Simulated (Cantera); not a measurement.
Input (Python, Cantera) and output of one run.

```python
import numpy as np
import cantera as ct

gas_names = """
    CL CL2 H HCL H2 N NH NH2 NH3 N2 N2H2 N2H4 Si SiCL SiCL2 SiCL3 SiCL4 SiH SiHCL3 SiH2 SiH2CL2 SiH3
    SiH3CL SiH4 SiN Si2 Si2N Si3
""".split()
cond_names = """
    NH4CL(a) NH4CL(b) Si(cr) Si(L) Si3N4(a)
""".split()


# ... load() reads the species with a 1 bar reference pressure and builds the phases ...
atoms = {
    'SiHCl3': {'Si': 1, 'H': 1, 'CL': 3},
    'NH3': {'N': 1, 'H': 3},
}
top_T = {'Si3N4(a)': 2400}  # K; cautious upper limits of use, not melting points


# ... equilibrate(T, P, feed) seeds the gas with the atoms and calls Mixture.equilibrate('TP', solver="vcs", rtol=1e-11, max_steps=5000) ...
results = []
feed = {'SiHCl3': 1, 'NH3': 13}  # mol
P = 133.322  # Pa
for T in [725, 825, 925, 1025, 1125, 1225, 1325, 1425, 1525, 1625, 1725, 1825]:
    mix = equilibrate(T, P, feed)
    results.append((T, P, feed, dict(zip(mix.species_names, mix.species_moles))))
    x = sorted(zip(gas.X, gas.species_names), reverse=True)
    print(f"T = {T:g} K  P = {P:g} Pa  gas = {mix.phase_moles(0):.4g} mol")
    print("   x: " + "  ".join(f"{s} {v:.3e}" for v, s in x if v > 0.0001))
    print("   condensed (mol): " + ("  ".join(f"{mix.phase(i).name} {mix.phase_moles(i):.4g}"
          for i in range(1, mix.n_phases) if mix.phase_moles(i) > 1e-12) or "none"))
```

It prints:

```
T = 725 K  P = 133.322 Pa  gas = 27.33 mol
   x: H2 6.771e-01  N2 2.135e-01  HCL 1.092e-01  SiCL4 1.421e-04
   condensed (mol): Si3N4(a) 0.332
T = 825 K  P = 133.322 Pa  gas = 27.33 mol
   x: H2 6.770e-01  N2 2.135e-01  HCL 1.095e-01
   condensed (mol): Si3N4(a) 0.3327
T = 925 K  P = 133.322 Pa  gas = 27.33 mol
   x: H2 6.769e-01  N2 2.134e-01  HCL 1.096e-01
   condensed (mol): Si3N4(a) 0.333
T = 1025 K  P = 133.322 Pa  gas = 27.33 mol
   x: H2 6.769e-01  N2 2.134e-01  HCL 1.096e-01
   condensed (mol): Si3N4(a) 0.3331
T = 1125 K  P = 133.322 Pa  gas = 27.33 mol
   x: H2 6.769e-01  N2 2.134e-01  HCL 1.096e-01
   condensed (mol): Si3N4(a) 0.333
T = 1225 K  P = 133.322 Pa  gas = 27.34 mol
   x: H2 6.770e-01  N2 2.135e-01  HCL 1.093e-01  SiCL2 1.540e-04
   condensed (mol): Si3N4(a) 0.3316
T = 1325 K  P = 133.322 Pa  gas = 27.35 mol
   x: H2 6.775e-01  N2 2.140e-01  HCL 1.074e-01  SiCL2 1.040e-03
   condensed (mol): Si3N4(a) 0.3233
T = 1425 K  P = 133.322 Pa  gas = 27.42 mol
   x: H2 6.794e-01  N2 2.159e-01  HCL 9.969e-02  SiCL2 4.701e-03  H 1.540e-04
   condensed (mol): Si3N4(a) 0.2895
T = 1525 K  P = 133.322 Pa  gas = 27.58 mol
   x: H2 6.838e-01  N2 2.203e-01  HCL 8.202e-02  SiCL2 1.318e-02  H 5.357e-04  SiCL3 1.015e-04
   condensed (mol): Si3N4(a) 0.211
T = 1625 K  P = 133.322 Pa  gas = 28.03 mol
   x: H2 6.807e-01  N2 2.319e-01  HCL 6.420e-02  SiCL2 2.120e-02  H 1.594e-03  Si 1.222e-04  CL 1.184e-04
   condensed (mol): Si(cr) 0.397
T = 1725 K  P = 133.322 Pa  gas = 28.09 mol
   x: H2 6.778e-01  N2 2.314e-01  HCL 6.417e-02  SiCL2 2.095e-02  H 4.188e-03  Si 7.614e-04  CL 3.070e-04  SiCL 2.984e-04
   condensed (mol): Si(L) 0.3781
T = 1825 K  P = 133.322 Pa  gas = 28.26 mol
   x: H2 6.698e-01  N2 2.300e-01  HCL 6.588e-02  SiCL2 1.936e-02  H 9.871e-03  Si 3.411e-03  SiCL 7.498e-04  CL 7.404e-04  SiH 1.083e-04
   condensed (mol): Si(L) 0.3264
```

Cantera equilibrium calculation (NASA polynomials, part measured and part estimated; ideal gas, pure solids and liquids). The tables' values for SiCl, SiCl3, SiN are old estimates; treat these amounts as uncertain. Gases not in the tables: Si2H6 and higher silanes.
